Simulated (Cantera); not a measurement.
# Thermodynamics of silicon oxide and oxynitride deposition, feed TEOS + H2O

Charge: 1 mol TEOS, 0.21 mol H2O, equilibrated at 800 K and 5.03 Torr.

Equilibrium computed with Cantera from the NASA thermochemical tables; the gas is ideal and each condensed phase is pure. Candidate condensed phases: C, C6H6, C7H8, C8H18, H2O, Si, SiC, SiO2; 123 gas species. The feed counts by its element totals alone. Equilibrium is a limit: real reactors are often held back by kinetics, nucleation or transport.

```
Item                                  Value
--------------------------------  ---------
x(H2)                                 0.822
x(CO)                                 0.140
x(H2O)                               0.0181
x(CO2)                               0.0130
x(CH4)                              0.00609
n(C(graphite))                     6.09 mol
n(SiO2(α-quartz))                  1.00 mol
gas amount                        11.97 mol
log10 activity of Si(s) (absent)     -20.09
```
